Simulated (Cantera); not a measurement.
Cantera run:

```python
import numpy as np
import cantera as ct

gas_names = """
    CL CL2 H HCL H2 Si SiCL SiCL2 SiCL3 SiCL4 SiH SiHCL3 SiH2 SiH2CL2 SiH3 SiH3CL SiH4 Si2 Si3
""".split()
cond_names = """
    Si(cr) Si(L)
""".split()


def load(file, names, dense=False):
    # The tables refer to 1 bar. Condensed volumes are neglected.
    table = {s.name: s for s in ct.Species.list_from_file(file)}
    out = []
    for n in names:
        d = dict(table[n].input_data)
        d["thermo"] = dict(d["thermo"], **{"reference-pressure": 1e5})
        if dense:
            d["equation-of-state"] = {"model": "constant-volume", "density": "1e6 g/cm^3"}
        out.append(ct.Species.from_dict(d))
    return out


gas = ct.Solution(thermo="ideal-gas", species=load("nasa_gas.yaml", gas_names))
cond = {s.name: ct.Solution(thermo="fixed-stoichiometry", species=[s], name=s.name)
        for s in load("nasa_condensed.yaml", cond_names, dense=True)}
atoms = {
    'Si2Cl6': {'Si': 2, 'CL': 6},
    'Cl2': {'CL': 2},
    'H2': {'H': 2},
}
top_T = {}  # K; cautious upper limits of use, not melting points


def equilibrate(T, P, feed):
    n = {}
    for name, mol in feed.items():
        for a, k in atoms[name].items():
            n[a] = n.get(a, 0.0) + k * mol
    gas.TPX = T, P, n
    mass = sum(n.values()) * gas.mean_molecular_weight
    gas.equilibrate("TP")
    valid = [c for c in cond.values() if c.min_temp <= T <= top_T.get(c.name, c.max_temp)]
    mix = ct.Mixture([(gas, mass / gas.mean_molecular_weight)] + [(c, 0.0) for c in valid])
    mix.T, mix.P = T, P
    mix.equilibrate("TP", solver="gibbs", rtol=1e-10, max_steps=50000)
    return mix


results = []
feed = {'Si2Cl6': 1, 'Cl2': 0.12, 'H2': 17}  # mol
P = 8600  # Pa
for T in [1175, 1200, 1225, 1250, 1275, 1300, 1325, 1350, 1375, 1400, 1425]:
    mix = equilibrate(T, P, feed)
    results.append((T, P, feed, dict(zip(mix.species_names, mix.species_moles))))

top = {s: max(r[3][s] / sum(r[3][g] for g in gas_names) for r in results) for s in gas_names}
cols = sorted((s for s in top if top[s] > 0.001), key=lambda s: -top[s])[:8]
seen = [c for c in cond_names if any(r[3].get(c, 0) > 1e-12 for r in results)]
print("log10 of partial pressures in bar; condensed amounts in mol")
print(f"{'T/K':>10s}" + "".join(f"{s[:9]:>10s}" for s in cols + seen))
for T, P, feed, n in results:
    ng = sum(n[g] for g in gas_names)
    print(f"{T:10.4g}" + "".join(f"{np.log10(max(n[s] / ng * P / 1e5, 1e-99)):10.3f}" for s in cols)
          + "".join(f"{n.get(c, 0):10.4g}" for c in seen))
```

Output:

```
log10 of partial pressures in bar; condensed amounts in mol
       T/K        H2       HCL     SiCL2     SiCL4    SiHCL3     SiCL3    Si(cr)
      1175    -1.130    -2.287    -3.086    -2.404    -2.875    -3.240    0.5221
      1200    -1.134    -2.234    -2.960    -2.443    -2.908    -3.173    0.5298
      1225    -1.138    -2.185    -2.845    -2.489    -2.947    -3.116    0.5326
      1250    -1.142    -2.141    -2.740    -2.543    -2.993    -3.069    0.5299
      1275    -1.146    -2.102    -2.645    -2.608    -3.045    -3.033    0.5213
      1300    -1.150    -2.068    -2.560    -2.683    -3.106    -3.008    0.5073
      1325    -1.154    -2.039    -2.486    -2.770    -3.175    -2.996    0.4887
      1350    -1.157    -2.015    -2.423    -2.868    -3.253    -2.994    0.4669
      1375    -1.161    -1.995    -2.369    -2.977    -3.339    -3.004    0.4434
      1400    -1.164    -1.979    -2.324    -3.097    -3.432    -3.024    0.4197
      1425    -1.166    -1.966    -2.287    -3.225    -3.531    -3.053     0.397
```

Method: chemical equilibrium by Gibbs-energy minimisation in Cantera with the NASA 1993 tables (ideal gas, pure condensed phases). The feed counts by its element totals alone. The tables' values for SiCl3 are old estimates; treat these amounts as uncertain.
